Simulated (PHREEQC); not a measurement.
Reverse-osmosis permeate: an equilibrium model

Model water analysis in mmol/kgw, 25 °C, pH 6.78, pe 0.9:

| constituent | mmol/kgw |
|---|---|
| Na | 0.188 |
| K | 0.0513 |
| Ca | 0.192 |
| Mg | 0.0521 |
| Cl | 0.127 |
| S(6) | 0.0494 |
| Alkalinity (meq/kgw) | 0.394 |
| Br | 0.000543 |
| Fe(2) | 0.000149 |
| F | 8.72e-05 |
| Li | 0.000705 |
| N(-3) | 0.000377 |

Valence states are taken as typed.

Computed with PHREEQC (ion-association model, phreeqc.dat).

```
Item                             Value
--------------------  ----------------
ionic strength        0.000960 mol/kgw
charge-balance error             8.1 %
```

| species | molality | activity | log γ |
|---|---|---|---|
| HCO3- | 0.000393 | 0.000379 | -0.015 |
| Ca+2 | 0.000190 | 0.000165 | -0.060 |
| Na+ | 0.000188 | 0.000181 | -0.015 |
| CO2 | 0.000141 | 0.000142 | 0.000 |
| Cl- | 0.000127 | 0.000123 | -0.015 |
| Mg+2 | 5.14e-5 | 4.48e-5 | -0.060 |
| K+ | 5.13e-5 | 4.95e-5 | -0.015 |
| SO4-2 | 4.77e-5 | 4.15e-5 | -0.060 |
| CaSO4 | 1.22e-6 | 1.22e-6 | 0.000 |
| CaHCO3+ | 8.29e-7 | 8.01e-7 | -0.015 |
| Li+ | 7.05e-7 | 6.81e-7 | -0.015 |
| Br- | 5.43e-7 | 5.24e-7 | -0.015 |

Precipitation was switched off in this run. Fluoro complexes past AlF4- and FeF3 are missing from the database.
